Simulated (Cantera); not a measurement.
Hydrocarbon pyrolysis for carbon deposition

An isothermal, constant-pressure homogeneous reactor starts with 9.09 % C3H8, 90.9 % H2, at 1875 K and 20.0 Torr.

Detailed kinetics in Cantera: GRI-Mech 3.0 (53 species, 325 reactions). GRI-Mech 3.0 was tuned for natural gas; its chemistry of propane as a main component is partial and can be far from experiment. GRI-Mech 3.0 stops at C3 and has no aromatics, soot or wall deposition, so with more carbon than oxygen in the feed, carbon stays in small species such as C2H2 where larger ones or solid carbon would form. Radical loss at walls, strong at low pressure, is not modelled.

| t (s) | x C3H8 | x H2 | x CH2 | x C2H2 | x CH3 | x CH4 | x C2H4 |
|---|---|---|---|---|---|---|---|
| 1.00e-6 | 0.0895 | 0.908 | 6.25e-9 | 4.78e-9 | 0.00121 | 3.54e-5 | 6.60e-5 |
| 3.51e-6 | 0.0856 | 0.904 | 3.11e-7 | 2.54e-7 | 0.00411 | 0.000420 | 0.000821 |
| 1.23e-5 | 0.0681 | 0.889 | 1.20e-5 | 3.10e-5 | 0.0163 | 0.00537 | 0.00925 |
| 4.33e-5 | 0.0147 | 0.830 | 8.85e-5 | 0.00336 | 0.0394 | 0.0513 | 0.0447 |
| 0.000152 | 2.09e-6 | 0.818 | 5.70e-5 | 0.0389 | 0.0190 | 0.0884 | 0.0260 |
| 0.000534 | 9.09e-8 | 0.830 | 2.32e-5 | 0.0625 | 0.00928 | 0.0865 | 0.00671 |
| 0.00187 | 2.74e-8 | 0.840 | 1.15e-5 | 0.0725 | 0.00537 | 0.0779 | 0.00155 |
| 0.00658 | 8.78e-9 | 0.851 | 6.96e-6 | 0.0802 | 0.00344 | 0.0626 | 0.000718 |
| 0.0231 | 2.08e-9 | 0.866 | 5.21e-6 | 0.0909 | 0.00217 | 0.0377 | 0.000292 |
| 0.0811 | 1.33e-10 | 0.881 | 3.10e-6 | 0.101 | 0.000916 | 0.0135 | 7.58e-5 |
| 0.285 | 2.35e-12 | 0.887 | 1.16e-6 | 0.106 | 0.000253 | 0.00312 | 3.84e-5 |
| 1.00 | <1e-12 | 0.889 | 3.19e-7 | 0.107 | 6.35e-5 | 0.000744 | 3.58e-5 |
x: mole fraction; the columns are a selection and need not sum to one.

Equilibrium at this temperature and pressure: C3H8 <1e-12, H2 0.889, CH2 1.08e-7, C2H2 0.107, CH3 2.12e-5, CH4 0.000247, C2H4 3.57e-5 (gas phase only).
